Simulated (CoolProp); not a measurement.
Properties of isobutane along the isobar 1.54 MPa.

The numbers come from the reference Helmholtz-energy equation of state, Bücker 2006 in CoolProp.

| T (K) | phase | Z | expansivity (1/kK) | fugacity coefficient |
|---|---|---|---|---|
| 277.1 | liquid | 0.06719 | 1.980 | 0.1169 |
| 294.6 | liquid | 0.06554 | 2.193 | 0.1979 |
| 312 | liquid | 0.06445 | 2.486 | 0.3096 |
| 329.5 | liquid | 0.06397 | 2.927 | 0.4556 |
| 347 | liquid | 0.06431 | 3.670 | 0.6346 |
| 364.5 | gas | 0.7352 | 7.657 | 0.7946 |
| 382 | gas | 0.7870 | 5.720 | 0.8247 |
| 399.5 | gas | 0.8237 | 4.690 | 0.8489 |
| 416.9 | gas | 0.8513 | 4.040 | 0.8688 |
| 434.4 | gas | 0.8731 | 3.580 | 0.8855 |
| 451.9 | gas | 0.8908 | 3.236 | 0.8996 |
| 469.4 | gas | 0.9053 | 2.965 | 0.9117 |
| 486.9 | gas | 0.9174 | 2.746 | 0.9220 |
| 504.3 | gas | 0.9276 | 2.565 | 0.9310 |
| 521.8 | gas | 0.9364 | 2.411 | 0.9388 |
| 539.3 | gas | 0.9439 | 2.278 | 0.9456 |
